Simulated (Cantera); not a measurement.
A closed system holds: 1 mol Cr, a varied amount of N2O, held at 2550 K and 120 Torr.

These are equilibrium values from Cantera (NASA tables, ideal gas, pure condensed phases), not measurements of a reactor. Candidate condensed phases: Cr, CrN, Cr2N, Cr2O3; 14 gas species. Mutual solubility and eutectic melting of coexisting phases are not modelled. Kinetics and transport are ignored.

Which condensed phases are stable at each of these points (n(N2O) (mol)): 0.22, 0.3, 0.41, 0.56, 0.77, 1.1, 1.5, 2, 2.7, 3.8, 5.2?


| n(N2O) (mol) | condensed phases | Cr condensed (%) |
|---|---|---|
| 0.22 | Cr(l) + Cr2O3(s) | 27.4 |
| 0.3 | Cr2O3(s) | 14.8 |
| 0.41 | Cr2O3(s) | 22.2 |
| 0.56 | Cr2O3(s) | 32.2 |
| 0.77 | Cr2O3(s) | 46.4 |
| 1.1 | Cr2O3(s) | 68.9 |
| 1.5 | Cr2O3(s) | 95.9 |
| 2 | Cr2O3(s) | 93.2 |
| 2.7 | Cr2O3(s) | 89.0 |
| 3.8 | Cr2O3(s) | 82.6 |
| 5.2 | Cr2O3(s) | 74.5 |

At 0.22 mol N2O the condensed part is Cr(l) + Cr2O3(s). From 0.3 mol N2O to 5.2 mol N2O the condensed part is Cr2O3(s).
